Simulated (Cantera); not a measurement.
## Ignition delay

Mixture: CH₄ : CO : O₂ : N₂ = 1 : 0.14 : 3.09 : 11.6 (molar parts), at 263 Torr, adiabatic and at constant pressure. Ignition delay is the time to a rise of 400 K.

Cantera simulation using GRI-Mech 3.0 (53 species, 325 reactions); the numbers are that mechanism's predictions, not measurements.

| T0 (K) | delay (ms) |
|---|---|
| 1200 | 87.7 |
| 1300 | 21.1 |
| 1400 | 6.28 |
| 1500 | 2.34 |
| 1600 | 1.04 |
| 1700 | 0.526 |
| 1800 | 0.290 |

```
Property                                                 Value
--------------------------------------------------  ----------
apparent activation energy between 1600 and 1800 K  150 kJ/mol
```
